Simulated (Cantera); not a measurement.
Input: 1 mol SiHCl3, 0.039 mol HCl, 210 mol H2, equilibrated at 76.0 mbar.

These are equilibrium values from Cantera (NASA tables, ideal gas, pure condensed phases), not measurements of a reactor. Candidate condensed phases: Si; 19 gas species. The tables' values for SiCl3 are old estimates; treat these amounts as uncertain. Equilibrium is a limit: real reactors are often held back by kinetics, nucleation or transport. All values below are at 1298 K.

Base state: H2 0.986, HCl 0.0132, SiCl2 0.000473, SiCl3 1.96e-5, SiHCl3 1.64e-5 (mole fractions); condensed: Si(s).

**Question.** What changes in the equilibrium state with this change: HCl from 0.039 to 1.7 mol?

**Answer.** 
| species | before | after |
|---|---|---|
| H2 | 0.986 | 0.979 |
| HCl | 0.0132 | 0.0195 |
| SiCl2 | 0.000473 | 0.00103 |
| SiCl4 | 4.87e-6 | 2.31e-5 |
| SiCl3 | 1.96e-5 | 6.30e-5 |
| SiHCl3 | 1.64e-5 | 5.24e-5 |
| Si(s), mol | 0.889 | 0.747 |
